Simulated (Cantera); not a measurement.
An adiabatic, constant-volume homogeneous reactor starts with CH4 : C2H6 : O2 : N2 = 1 : 0.17 : 1.13 : 4.24 (molar parts), at 1400 K and 1.10 bar. Integrator tolerance rtol = 1e-08.

Detailed kinetics in Cantera: GRI-Mech 3.0 (53 species, 325 reactions).

Task: What does this change do: initial temperature 1400 to 1050 K?

Result: 
```csv
quantity,before,after
time of steepest temperature rise,0.500 ms,32.6 ms
temperature at 0.800 s,2571 K,2299 K
equilibrium temperature,2571 K,2299 K
x(CH4) at 0.800 s,1.95e-10 (gas-phase equilibrium 2.19e-10),9.52e-10 (gas-phase equilibrium 1.08e-9)
x(C2H6) at 0.800 s,<1e-12 (gas-phase equilibrium <1e-12),<1e-12 (gas-phase equilibrium <1e-12)
x(O2) at 0.800 s,6.76e-6 (gas-phase equilibrium 6.76e-6),3.34e-7 (gas-phase equilibrium 3.34e-7)
x(CH3) at 0.800 s,1.65e-10 (gas-phase equilibrium 1.85e-10),2.19e-10 (gas-phase equilibrium 2.48e-10)
x(C2H) at 0.800 s,<1e-12 (gas-phase equilibrium <1e-12),<1e-12 (gas-phase equilibrium <1e-12)
x(CO2) at 0.800 s,0.0118 (gas-phase equilibrium 0.0118),0.0131 (gas-phase equilibrium 0.0131)
x(C2H4) at 0.800 s,<1e-12 (gas-phase equilibrium <1e-12),<1e-12 (gas-phase equilibrium <1e-12)
```

Task: What does this change do: initial temperature 1400 to 1425 K?

Result: 
```csv
quantity,before,after
time of steepest temperature rise,0.500 ms,0.402 ms
temperature at 0.800 s,2571 K,2589 K
equilibrium temperature,2571 K,2589 K
x(CH4) at 0.800 s,1.95e-10 (gas-phase equilibrium 2.19e-10),1.78e-10 (gas-phase equilibrium 1.99e-10)
x(C2H6) at 0.800 s,<1e-12 (gas-phase equilibrium <1e-12),<1e-12 (gas-phase equilibrium <1e-12)
x(O2) at 0.800 s,6.76e-6 (gas-phase equilibrium 6.76e-6),8.05e-6 (gas-phase equilibrium 8.05e-6)
x(CH3) at 0.800 s,1.65e-10 (gas-phase equilibrium 1.85e-10),1.62e-10 (gas-phase equilibrium 1.81e-10)
x(C2H) at 0.800 s,<1e-12 (gas-phase equilibrium <1e-12),<1e-12 (gas-phase equilibrium <1e-12)
x(CO2) at 0.800 s,0.0118 (gas-phase equilibrium 0.0118),0.0117 (gas-phase equilibrium 0.0117)
x(C2H4) at 0.800 s,<1e-12 (gas-phase equilibrium <1e-12),<1e-12 (gas-phase equilibrium <1e-12)
```
